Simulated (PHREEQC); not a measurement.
1 kg of water holding 0.059 mol Na2CO3 meets 20 L of dry gas (CO2 0.5, N2 0.5 by moles) at fixed total pressure, at 100 °C; fugacities by Peng-Robinson. The gases take part in no redox reaction, some water evaporates into the gas, and hydrates or a liquid gas phase aren't modelled. No solid was allowed to form.

Model: ion-association model, phreeqc.dat, run in PHREEQC.

| P (atm) | dissolved CO2 (all carbonate carbon) (mol/kgw) | φ of CO2 | p of CO2 (atm) | dissolved N2 (mol/kgw) | φ of N2 | p of N2 (atm) | pH |
|---|---|---|---|---|---|---|---|
| 2 | 0.116 | 0.996 | 0.478 | 0.000234 | 1.005 | 0.522 | 7.60 |
| 5 | 0.136 | 0.987 | 1.95 | 0.000911 | 1.005 | 2.04 | 7.04 |
| 10 | 0.162 | 0.975 | 4.41 | 0.00202 | 1.006 | 4.55 | 6.71 |
| 30 | 0.253 | 0.929 | 14.3 | 0.00640 | 1.013 | 14.6 | 6.23 |
| 40 | 0.295 | 0.908 | 19.3 | 0.00856 | 1.017 | 19.6 | 6.11 |
| 50 | 0.334 | 0.887 | 24.2 | 0.0107 | 1.022 | 24.6 | 6.02 |
| 75 | 0.421 | 0.839 | 36.6 | 0.0159 | 1.034 | 37.1 | 5.87 |
| 100 | 0.495 | 0.795 | 49.0 | 0.0211 | 1.048 | 49.5 | 5.77 |
| 200 | 0.695 | 0.665 | 98.5 | 0.0407 | 1.112 | 99.3 | 5.56 |
| 300 | 0.807 | 0.588 | 148 | 0.0590 | 1.182 | 149 | 5.45 |
| 400 | 0.882 | 0.546 | 198 | 0.0759 | 1.255 | 199 | 5.38 |

Away from 25 °C the constants follow the database's enthalpies or fits; those with neither stay at their 25 °C values.
